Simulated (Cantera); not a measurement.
An adiabatic, constant-pressure homogeneous reactor starts with 6.92 % CH4, 1.18 % C2H6, 14.9 % O2, 56.2 % N2, 20.7 % H2O, at 1050 K and 1.68 atm.

Detailed kinetics in Cantera: GRI-Mech 3.0 (53 species, 325 reactions).

### Question
Predict: time of steepest temperature rise; temperature at 6.00 s; equilibrium temperature; x(O2) at 6.00 s; x(H2) at 6.00 s; x(HO2) at 6.00 s.

### Answer
* **time of steepest temperature rise**: 28.8 ms
* **temperature at 6.00 s**: 2330 K
* **equilibrium temperature**: 2330 K
* **x(O2) at 6.00 s**: 0.000445 (gas-phase equilibrium 0.000445)
* **x(H2) at 6.00 s**: 0.0300 (gas-phase equilibrium 0.0300)
* **x(HO2) at 6.00 s**: 1.83e-7 (gas-phase equilibrium 1.83e-7)
